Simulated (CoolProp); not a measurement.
Vapour-liquid equilibrium of R134a (1) + methanol (2) at 30.75 °C; x and y are mole fractions of (1).

Computed with CoolProp (multi-fluid Helmholtz-energy mixture model, Tillner-Roth 1994 and de Reuck 1993; pair parameters Bell 2016).

```
x      bubble pressure, mixture model (MPa)  bubble pressure, Raoult's law (MPa)  y, mixture model  y, Raoult's law
-----  ------------------------------------  -----------------------------------  ----------------  ---------------
0.05                                 0.1521                              0.06096             0.851            0.645
0.125                                0.2825                               0.1183             0.921            0.832
0.2                                  0.3639                               0.1756             0.939            0.896
0.275                                0.4171                               0.2329             0.948            0.929
0.35                                 0.4549                               0.2902             0.953            0.949
0.425                                0.4854                               0.3475             0.957            0.962
0.5                                  0.5132                               0.4048             0.961            0.972
0.575                                0.5416                               0.4622             0.964            0.979
0.65                                 0.5724                               0.5195             0.969            0.985
0.725                                0.6071                               0.5768             0.973            0.989
0.8                                  0.6470                               0.6341             0.979            0.993
0.875                                0.6930                               0.6914             0.986            0.996
0.95                                 0.7465                               0.7487             0.994            0.998
```

The largest gap from Raoult's law is +149.5 % in bubble pressure, at x = 0.05. No azeotrope shows between x = 0.05 and 0.95.

Pair parameters are fitted to limited data, so mixtures are less certain than the pure fluids. With so large a gap from Raoult's law the liquid may split in two, which this calculation doesn't test in full.
